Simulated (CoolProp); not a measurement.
Computed with CoolProp (reference Helmholtz-energy equation of state, Lemmon 2006). It is a short technical equation, of lower accuracy than the large ones.

Q: For CH3F (R41), give the phase and the cp (kJ/(kg K)), cv (kJ/(kg K)), speed of sound (m/s), Joule-Thomson coefficient (K/MPa) at 66.95 °C and 0.101 MPa; 151.85 °C and 0.101 MPa.

A: 
- 66.95 °C and 0.101 MPa: gas; cp 1.18, cv 0.934, speed of sound 323, Joule-Thomson coefficient 12.4
- 151.85 °C and 0.101 MPa: gas; cp 1.35, cv 1.11, speed of sound 356, Joule-Thomson coefficient 6.72
